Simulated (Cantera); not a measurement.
Feed: 1 mol NaOH, 0.068 mol H2O, at 1650 K.

These are equilibrium values from Cantera (NASA tables, ideal gas, pure condensed phases), not measurements of a reactor. Candidate condensed phases: H2O, Na, NaOH, NaO2, Na2O, Na2O2; 16 gas species. Rates play no part.

Q: What share of the Na ends up in condensed phases as a function of P (Pa), at 10, 100, 1000, 10000, 100000, 1000000?

A: 
```json
[
 {"P (Pa)": "10", "Na condensed (%)": "0.0", "as": "-"},
 {"P (Pa)": "100", "Na condensed (%)": "0.0", "as": "-"},
 {"P (Pa)": "1000", "Na condensed (%)": "0.0", "as": "-"},
 {"P (Pa)": "10000", "Na condensed (%)": "0.0", "as": "-"},
 {"P (Pa)": "100000", "Na condensed (%)": "96.8", "as": "NaOH(l)"},
 {"P (Pa)": "1000000", "Na condensed (%)": "99.8", "as": "NaOH(l)"}
]
```
